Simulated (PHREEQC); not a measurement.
Dissolve 0.0015 mol Cu(NO3)2, 0.00022 mol HNO3 and 0.22 mol Na2SO4 per kg of water at 30 °C. Closed to the air; pH follows from the charge balance.

All values are PHREEQC results (ion-association model, wateq4f.dat), not measurements.

Question: The ionic strength comes out as 0.537 mol/kgw. What activity coefficients do Cu+2, NO3-, SO4-2, HSO4-, NaSO4- get?

Answer: Cu+2 0.24, NO3- 0.60, SO4-2 0.20, HSO4- 0.66, NaSO4- 0.69.

No solid was allowed to form.
